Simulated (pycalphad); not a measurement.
All values are pycalphad results on the COST 507 light-alloy database (1999) (1 atm), not direct measurements. The data set is of 1999 and partly superseded. Diffusion is slow at the low end, where real alloys seldom reach equilibrium.

Q: How does the equilibrium phase assembly of Ti-3.727Hf-0.4917B (wt.%) change on cooling from 2850 K to 525 K?

A: 
| T (K) | phases above | phases below |
|---|---|---|
| 1892.8 | liquid | bcc + liquid |
| 1814.2 | bcc + liquid | bcc + BM |
| 1148.5 | bcc + BM | bcc + BM + hcp |
| 1145.9 | bcc + BM + hcp | BM + hcp |
Changes were sought between steps of 75 K, so a narrower field can be missed.

Database names, with the compositions (at.%) that they take in these runs: BM: Ti 50 B 50.
